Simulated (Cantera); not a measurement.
Charge: 1 mol C3H8, 0.34 mol H2O, 5.6 mol H2, equilibrated at 77.0 bar.

These are equilibrium values from Cantera (NASA tables, ideal gas, pure condensed phases), not measurements of a reactor. Candidate condensed phases: C, C6H6, C7H8, C8H18, H2O; 110 gas species. The ideal-gas law is rough above about 30 bar. Kinetics and transport are ignored.

x: gas mole fraction; n: condensed amount in mol.

```json
[
 {"T (°C)": "277", "x H2": "0.519", "x CH4": "0.432", "x H2O": "0.0490", "x CO": "<1e-12", "x C2H2 (acetylene)": "<1e-12", "x H": "<1e-12", "x CH3": "<1e-12", "n C(graphite)": "0"},
 {"T (°C)": "477", "x H2": "0.519", "x CH4": "0.432", "x H2O": "0.0490", "x CO": "8.81e-8", "x C2H2 (acetylene)": "<1e-12", "x H": "<1e-12", "x CH3": "<1e-12", "n C(graphite)": "0"},
 {"T (°C)": "677", "x H2": "0.519", "x CH4": "0.432", "x H2O": "0.0488", "x CO": "0.000162", "x C2H2 (acetylene)": "2.20e-12", "x H": "4.57e-11", "x CH3": "6.33e-10", "n C(graphite)": "0"},
 {"T (°C)": "877", "x H2": "0.546", "x CH4": "0.407", "x H2O": "0.0335", "x CO": "0.0129", "x C2H2 (acetylene)": "1.21e-8", "x H": "6.28e-9", "x CH3": "8.75e-8", "n C(graphite)": "0"},
 {"T (°C)": "1077", "x H2": "0.725", "x CH4": "0.234", "x H2O": "0.00987", "x CO": "0.0308", "x C2H2 (acetylene)": "8.98e-7", "x H": "2.31e-7", "x CH3": "1.48e-6", "n C(graphite)": "0.810"},
 {"T (°C)": "1277", "x H2": "0.850", "x CH4": "0.113", "x H2O": "0.00271", "x CO": "0.0341", "x C2H2 (acetylene)": "1.36e-5", "x H": "3.31e-6", "x CH3": "8.94e-6", "n C(graphite)": "1.64"},
 {"T (°C)": "1477", "x H2": "0.907", "x CH4": "0.0578", "x H2O": "0.000877", "x CO": "0.0341", "x C2H2 (acetylene)": "0.000104", "x H": "2.52e-5", "x CH3": "3.27e-5", "n C(graphite)": "2.10"},
 {"T (°C)": "1677", "x H2": "0.932", "x CH4": "0.0326", "x H2O": "0.000349", "x CO": "0.0338", "x C2H2 (acetylene)": "0.000509", "x H": "0.000126", "x CH3": "8.78e-5", "n C(graphite)": "2.32"},
 {"T (°C)": "1877", "x H2": "0.943", "x CH4": "0.0201", "x H2O": "0.000164", "x CO": "0.0336", "x C2H2 (acetylene)": "0.00183", "x H": "0.000467", "x CH3": "0.000192", "n C(graphite)": "2.41"},
 {"T (°C)": "2077", "x H2": "0.946", "x CH4": "___", "x H2O": "___", "x CO": "0.0334", "x C2H2 (acetylene)": "___", "x H": "___", "x CH3": "___", "n C(graphite)": "2.40"},
 {"T (°C)": "2277", "x H2": "0.940", "x CH4": "___", "x H2O": "___", "x CO": "0.0333", "x C2H2 (acetylene)": "___", "x H": "___", "x CH3": "___", "n C(graphite)": "2.29"},
 {"T (°C)": "2477", "x H2": "0.924", "x CH4": "0.00687", "x H2O": "3.28e-5", "x CO": "0.0332", "x C2H2 (acetylene)": "0.0260", "x H": "0.00749", "x CH3": "0.000943", "n C(graphite)": "2.02"}
]
```

Problem. Complete the blanks.

Solution. 
- 2277, x CH4: 0.00943
- 2277, x H2O: 5.19e-5
- 2277, x C2H2 (acetylene): 0.0125
- 2277, x H: 0.00345
- 2277, x CH3: 0.000615
- 2077, x CH4: 0.0134
- 2077, x H2O: 8.80e-5
- 2077, x C2H2 (acetylene): 0.00522
- 2077, x H: 0.00138
- 2077, x CH3: 0.000364
